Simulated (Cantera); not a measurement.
Feed: 1 mol SiH₄, 0.078 mol O₃, equilibrated at 12.0 mbar.

These are equilibrium values from Cantera (NASA tables, ideal gas, pure condensed phases), not measurements of a reactor. Candidate condensed phases: H₂O, Si, SiO₂; 18 gas species. Mutual solubility and eutectic melting of coexisting phases are not modelled. The tables hold silica as quartz up to 1696 K and as liquid above; real silica turns to tridymite and cristobalite and melts near 1996 K. Gases not in the tables: Si₂H₆ and higher silanes. Kinetics and transport are ignored.

x: gas mole fraction; n: condensed amount in mol.

```
T (K)   x H₂     x SiO       x H      x Si   x SiH    x SiH₂  n Si(s)  n SiO₂(α-quartz)  n SiO₂(β-quartz)  n Si(l)
-----  -----  --------  --------  --------  ------  --------  -------  ----------------  ----------------  -------
750     1.00    <1e-12  2.89e-12    <1e-12  <1e-12    <1e-12    0.883             0.117                 0        0
850     1.00  2.68e-11  1.87e-10    <1e-12  <1e-12    <1e-12    0.883                 0             0.117        0
950     1.00   4.81e-9   5.08e-9    <1e-12  <1e-12  2.03e-11    0.883                 0             0.117        0
1050    1.00   3.16e-7   7.40e-8    <1e-12  <1e-12  3.74e-10    0.883                 0             0.117        0
1150   1.000   9.94e-6   6.81e-7  1.65e-11     ___   4.15e-9    0.883                 0             0.117        0
1250   1.000  0.000178   4.41e-6  6.92e-10     ___   3.13e-8    0.883                 0             0.117        0
1350   0.998   0.00206   2.17e-5   1.66e-8     ___   1.74e-7    0.881                 0             0.115        0
1450   0.983    0.0168   8.56e-5   2.56e-7     ___   7.56e-7    0.866                 0            0.0999        0
1550   0.896     0.104  0.000272   2.77e-6     ___   2.50e-6    0.767                 0          0.000773        0
1650   0.894     0.105  0.000784   2.23e-5     ___   7.74e-6    0.766                 0                 0        0
1750   0.893     0.105   0.00201  0.000125     ___   1.86e-5        0                 0                 0    0.766
1850   0.890     0.104   0.00464  0.000537     ___   3.75e-5        0                 0                 0    0.765
1950   0.884     0.104   0.00984   0.00198     ___   7.01e-5        0                 0                 0    0.761
2050   0.871     0.103    0.0193   0.00644     ___  0.000122        0                 0                 0    0.750
```

Question: Fill in the missing entries.

Answer: 
- 1150, x SiH: 3.79e-11
- 1250, x SiH: 8.36e-10
- 1350, x SiH: 1.16e-8
- 1450, x SiH: 1.11e-7
- 1550, x SiH: 7.54e-7
- 1650, x SiH: 4.23e-6
- 1750, x SiH: 1.71e-5
- 1850, x SiH: 5.51e-5
- 1950, x SiH: 0.000156
- 2050, x SiH: 0.000398
